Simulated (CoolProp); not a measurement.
The fluid at 298.15 K and 0.227 MPa expands adiabatically to 0.0189 MPa with isentropic efficiency 0.7. The same conditions are run with several fluids, on thermodynamics alone (safety and materials aside).

Values from CoolProp's reference Helmholtz-energy equation of state of each fluid (c-C4F8 (RC318): Platzer 1990; C3F8 (R218): Lemmon 2006; R134a: Tillner-Roth 1994; chlorine: Thol 2021; R124: de Vries 1995). The equations of Platzer and Polt are older, rougher fits.

```json
[
 {"fluid": "c-C4F8 (RC318)", "work (kJ/kg)": "19.5", "final temperature (K)": "269.0", "final phase": "gas", "final density (kg/m³)": "1.70"},
 {"fluid": "C3F8 (R218)", "work (kJ/kg)": "20.8", "final temperature (K)": "268.2", "final phase": "gas", "final density (kg/m³)": "1.60"},
 {"fluid": "R134a", "work (kJ/kg)": "36.1", "final temperature (K)": "247.7", "final phase": "gas", "final density (kg/m³)": "0.944"},
 {"fluid": "chlorine", "work (kJ/kg)": "46.3", "final temperature (K)": "206.9", "final phase": "two-phase, vapour fraction 0.978", "final density (kg/m³)": "0.803"},
 {"fluid": "R124", "work (kJ/kg)": "27.4", "final temperature (K)": "253.8", "final phase": "gas", "final density (kg/m³)": "1.23"}
]
```
